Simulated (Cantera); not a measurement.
Charge: 1 mol HI, 0.51 mol H2O, 8.8 mol H2, at 1400 °C.

Cantera equilibrium calculation (NASA polynomials, part measured and part estimated; ideal gas, pure solids and liquids). Candidate condensed phases: H2O, I2; 12 gas species. The ideal-gas law is rough above about 30 bar. Equilibrium is a limit: real reactors are often held back by kinetics, nucleation or transport.

x: gas mole fraction; nothing condenses.

```tsv
P (Pa)	x H2	x HI	x I	x H2O	x H	x I2
10	0.850	0.00137	0.0907	0.0469	0.0105	1.50e-7
120	0.857	0.00463	0.0879	0.0472	0.00304	1.69e-6
1400	0.859	0.0142	0.0789	0.0475	0.000892	1.58e-5
17000	0.858	…	…	0.0480	…	…
210000	0.856	0.0652	0.0297	0.0487	7.27e-5	0.000336
2500000	0.855	…	…	0.0492	…	…
30000000	0.854	0.0920	0.00350	0.0494	6.08e-6	0.000669
```

Complete the blanks.


- 2500000, x HI: 0.0842
- 2500000, x I: 0.0111
- 2500000, x H: 2.11e-5
- 2500000, x I2: 0.000561
- 17000, x HI: 0.0362
- 17000, x I: 0.0578
- 17000, x H: 0.000256
- 17000, x I2: 0.000103
